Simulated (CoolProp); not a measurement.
A single-stage vapour-compression cycle with propane: evaporating at 245.15 K (dew point), condensing at 282.15 K (bubble point), superheat 8 K, subcooling 5 K, compressor efficiency 0.8, no pressure losses. Each further row changes one setting.

Values from CoolProp's reference Helmholtz-energy equation of state, Lemmon 2009.

```tsv
case	cooling COP	pressure ratio	discharge temperature (K)	refrigerating effect (kJ/kg)	volumetric capacity (kJ/m³)
as stated	4.69	3.41	306.1	345	1380
evaporating temperature 250.15 K	5.64	2.82	(withheld)	351	(withheld)
condensing temperature 277.15 K	5.55	(withheld)	(withheld)	357	1430
subcooling 10 K	(withheld)	3.41	306.1	357	1430
superheat 18 K	4.69	3.41	316.3	(withheld)	1380
compressor efficiency 0.7	4.11	3.41	(withheld)	345	1380
```

### Question
Some entries are withheld; supply them.

### Answer

- evaporating temperature 250.15 K, discharge temperature (K): 303.3
- evaporating temperature 250.15 K, volumetric capacity (kJ/m³): 1680
- condensing temperature 277.15 K, pressure ratio: 2.95
- condensing temperature 277.15 K, discharge temperature (K): 299.6
- subcooling 10 K, cooling COP: 4.86
- superheat 18 K, refrigerating effect (kJ/kg): 361
- compressor efficiency 0.7, discharge temperature (K): 311.8
